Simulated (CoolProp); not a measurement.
Nitrogen along the isotherm -144.95 °C: fugacity coefficient from the reference equation and from simpler models built on Tc = -147.0 °C, pc = 3.396 MPa, ω = 0.037; each cubic takes its own stable root.

Model: reference Helmholtz-energy equation of state, Span 2000, in CoolProp.

```json
[
 {"p (MPa)": "0.0161", "phase": "gas", "reference": "0.9985"},
 {"p (MPa)": "0.0286", "phase": "gas", "reference": "0.9973"},
 {"p (MPa)": "0.0509", "phase": "gas", "reference": "0.9953"},
 {"p (MPa)": "0.0906", "phase": "gas", "reference": "0.9916"},
 {"p (MPa)": "0.161", "phase": "gas", "reference": "0.9850"},
 {"p (MPa)": "0.286", "phase": "gas", "reference": "0.9735"},
 {"p (MPa)": "0.509", "phase": "gas", "reference": "0.9530"},
 {"p (MPa)": "0.906", "phase": "gas", "reference": "0.9167"},
 {"p (MPa)": "1.61", "phase": "gas", "reference": "0.8530"},
 {"p (MPa)": "2.86", "phase": "gas", "reference": "0.7396"},
 {"p (MPa)": "5.09", "phase": "supercritical", "reference": "0.5184"}
]
```

Q: How far does each simpler model (Redlich-Kwong, Soave-Redlich-Kwong, Peng-Robinson) lie from the reference over these 11 states: mean and median of the absolute difference, and the worst?

A: 
- Redlich-Kwong: mean 0.2 %, median 0.1 %, worst +0.6 % at -144.95 °C and 5.09 MPa
- Soave-Redlich-Kwong: mean 0.2 %, median 0.1 %, worst +0.7 % at -144.95 °C and 5.09 MPa
- Peng-Robinson: mean 1.1 %, median 0.4 %, worst -3.7 % at -144.95 °C and 5.09 MPa
